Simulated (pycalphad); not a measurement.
Computed with pycalphad from the COST 507 light-alloy database (1999), at 1 atm. These are 1990s assessments: newer ones move some temperatures and phases. Phase fractions are per mole of atoms.

### Question
Give the equilibrium state of Ti-3.508Hf-2.764B (wt.%) at 897 °C.

### Answer
```
T = 1170.00 K, P = 101325 Pa, N = 1 mol of atoms
G = -71449 J/mol, H = 9707 J/mol, S = 69.36 J/(mol K)  (SER reference)
chemical potentials (J/mol): Ti -56541, Hf -116255, B -182153
phase             fraction      x(Ti)      x(Hf)       x(B)
BCC_A2              0.7729     0.9876     0.0112     0.0012
BM                  0.2271     0.4994   0.000607     0.5000
```

### Question
Give the equilibrium state of Ti-3.508Hf-2.764B (wt.%) at 857 °C.

### Answer
```
T = 1130.00 K, P = 101325 Pa, N = 1 mol of atoms
G = -68742 J/mol, H = 5264 J/mol, S = 65.49 J/(mol K)  (SER reference)
chemical potentials (J/mol): Ti -53679, Hf -108181, B -181042
phase             fraction      x(Ti)      x(Hf)       x(B)
HCP_A3              0.7734     0.9873     0.0112     0.0015
BM                  0.2266     0.4992   0.000778     0.5000
```

Database names, with the compositions (at.%) that they take in these runs: BM: Ti 50 B 50. BCC_A2 is bcc; HCP_A3 is hcp.
